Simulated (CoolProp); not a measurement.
Model: reference Helmholtz-energy equation of state, Schroeder 2014, in CoolProp.

Q: For ethanol, give the phase and the cp (kJ/(kg K)), cv (kJ/(kg K)), Prandtl number at 329.4 K and 1.01 bar; 362.4 K and 1.01 bar; 395.4 K and 1.01 bar.

A: 
- 329.4 K and 1.01 bar: liquid; cp 2.71, cv 2.27, Prandtl number 10.6
- 362.4 K and 1.01 bar: gas; cp 1.74, cv 1.51, Prandtl number 0.852
- 395.4 K and 1.01 bar: gas; cp 1.81, cv 1.61, Prandtl number 0.833

Viscosity comes from a separate model (Kiselev 2005). Thermal conductivity comes from a separate model (Assael 2013).
